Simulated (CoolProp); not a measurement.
Computed with CoolProp (reference Helmholtz-energy equation of state, Lemmon 2006). It is a short technical equation, of lower accuracy than the large ones.

Task: For neopentane, give the phase and the cv (kJ/(kg K)), speed of sound (m/s), Joule-Thomson coefficient (K/MPa) at 276.85 °C and 200 kPa; 276.85 °C and 599 kPa; 276.85 °C and 1600 kPa.

Result: 
- 276.85 °C and 200 kPa: gas; cv 2.67, speed of sound 255, Joule-Thomson coefficient 3.82
- 276.85 °C and 599 kPa: gas; cv 2.68, speed of sound 250, Joule-Thomson coefficient 3.91
- 276.85 °C and 1600 kPa: gas; cv 2.69, speed of sound 239, Joule-Thomson coefficient 4.14
